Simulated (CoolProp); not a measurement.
R245ca at several states: density (kg/m³) from the reference equation and from simpler models built on Tc = 174.4 °C, pc = 3.941 MPa, ω = 0.355; each cubic takes its own stable root.

Computed with CoolProp (reference Helmholtz-energy equation of state, Zhou 2016).

| T (°C) | p (MPa) | phase | reference | van der Waals | Redlich-Kwong | Soave-Redlich-Kwong | Peng-Robinson |
|---|---|---|---|---|---|---|---|
| 84.65 | 4.46 | liquid | 1242 | ? | 1079 | 1139 | ? |
| -21.95 | 0.821 | liquid | 1501 | 900.3 | ? | 1381 | 1555 |
| 71.75 | 2.44 | liquid | 1270 | 772.4 | 1098 | 1165 | 1319 |

Complete the blanks.


- 84.65, van der Waals: 773.4
- 84.65, Peng-Robinson: 1288
- -21.95, Redlich-Kwong: 1329
